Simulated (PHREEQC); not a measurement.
**Spent oxide etchant**

Dissolve 3.2 mmol/kgw HF, 93 mmol/kgw (NH4)2SiF6 and 50 mmol/kgw HCl at 55 °C. Closed to the air; pH follows from the charge balance.

Model: ion-association model, phreeqc.dat, run in PHREEQC.

Precipitation was switched off in this run.

Task: Estimate the pH, density.

Result: pH 1.45; density 0.995 g/cm³.

Task: In which forms is F present?

Result: SiF6-2 97 %, HF 2.9 % of the F.

Saturation is exceeded, for instance for Quartz (slow to form), Chalcedony (slow to form); the values hold only as long as no solid forms. Constants without temperature data keep their 25 °C values here. SiF6-2 is the database's only silicon fluoride.
